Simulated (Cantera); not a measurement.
## Thermodynamics of carbon deposition, reforming and gasification, feed toluene + CO2 + N2 + NH3

Feed: 1 mol toluene, 0.13 mol CO2, 14 mol N2, 0.061 mol NH3, at 36.0 mbar.

These are equilibrium values from Cantera (NASA tables, ideal gas, pure condensed phases), not measurements of a reactor. Candidate condensed phases: C, C6H6, C7H8, C8H18, H2O; 169 gas species. Ions and electrons are included (thermal ionisation). Kinetics and transport are ignored.

From 2500 K to 3000 K the condensed part is C(graphite). From 3500 K to 5000 K nothing is condensed. The main C-bearing gas is HCN at 2500 K and C at 5000 K.

```json
[
 {"T (K)": "2500", "x N2": "0.728", "x H": "0.0551", "x C": "4.62e-6", "x H2": "0.173", "x N": "1.31e-6", "x CN": "0.000463", "x C3": "1.38e-5", "x HCN": "0.0251", "x C2": "1.27e-6", "x CO": "0.0138", "n C(graphite)": "6.25"},
 {"T (K)": "3000", "x N2": "0.638", "x H": "0.208", "x C": "0.00141", "x H2": "0.0624", "x N": "5.86e-5", "x CN": "0.0137", "x C3": "0.00867", "x HCN": "0.0399", "x C2": "0.000880", "x CO": "0.0124", "n C(graphite)": "4.66"},
 {"T (K)": "3500", "x N2": "0.524", "x H": "0.292", "x C": "0.0315", "x H2": "0.00879", "x N": "0.000845", "x CN": "0.0555", "x C3": "0.0453", "x HCN": "0.0108", "x C2": "0.0133", "x CO": "0.0104", "n C(graphite)": "0"},
 {"T (K)": "4000", "x N2": "0.474", "x H": "0.293", "x C": "0.126", "x H2": "0.00122", "x N": "0.00644", "x CN": "0.0633", "x C3": "0.00903", "x HCN": "0.00126", "x C2": "0.0152", "x CO": "0.00945", "n C(graphite)": "0"},
 {"T (K)": "4500", "x N2": "0.448", "x H": "0.280", "x C": "0.189", "x H2": "0.000237", "x N": "0.0317", "x CN": "0.0365", "x C3": "0.000345", "x HCN": "0.000116", "x C2": "0.00444", "x CO": "0.00892", "n C(graphite)": "0"},
 {"T (K)": "5000", "x N2": "0.393", "x H": "0.266", "x C": "0.204", "x H2": "6.16e-5", "x N": "0.110", "x CN": "0.0176", "x C3": "1.19e-5", "x HCN": "1.27e-5", "x C2": "0.000997", "x CO": "0.00834", "n C(graphite)": "0"}
]
```
x: gas mole fraction; n: condensed amount in mol.
